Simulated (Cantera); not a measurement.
**Equilibrium for silicon etching in halogen gases: Si + Br2 + H2**

Feed: 1 mol Si, 8.2 mol Br2, 61 mol H2, at 0.140 bar.

These are equilibrium values from Cantera (NASA tables, ideal gas, pure condensed phases), not measurements of a reactor. Candidate condensed phases: Br2, Si; 19 gas species. The tables' values for SiBr3 are old estimates; treat these amounts as uncertain. Rates play no part.

| T (°C) | log p H2 | log p HBr | log p SiBr4 | log p SiBr2 | log p Br |
|---|---|---|---|---|---|
| 752 | -0.95 | -1.59 | -2.70 | -5.65 | -6.34 |
| 802 | -0.95 | -1.59 | -2.71 | -5.00 | -5.98 |
| 852 | -0.95 | -1.59 | -2.72 | -4.42 | -5.65 |
| 902 | -0.95 | -1.59 | -2.75 | -3.91 | -5.34 |
| 952 | -0.95 | -1.58 | -2.82 | -3.49 | -5.06 |
| 1002 | -0.95 | -1.57 | -2.95 | -3.18 | -4.79 |
| 1052 | -0.96 | -1.56 | -3.14 | -2.97 | -4.54 |
| 1102 | -0.96 | -1.55 | -3.39 | -2.85 | -4.31 |
| 1152 | -0.96 | -1.54 | -3.67 | -2.78 | -4.10 |
| 1202 | -0.96 | -1.54 | -3.97 | -2.75 | -3.90 |
| 1252 | -0.96 | -1.54 | -4.26 | -2.73 | -3.72 |
| 1302 | -0.96 | -1.54 | -4.55 | -2.72 | -3.56 |
log p: log10 of the partial pressure in bar; nothing condenses.

From 752 °C to 1302 °C nothing is condensed. The main Si-bearing gas is SiBr4 at 752 °C and SiBr2 at 1302 °C.
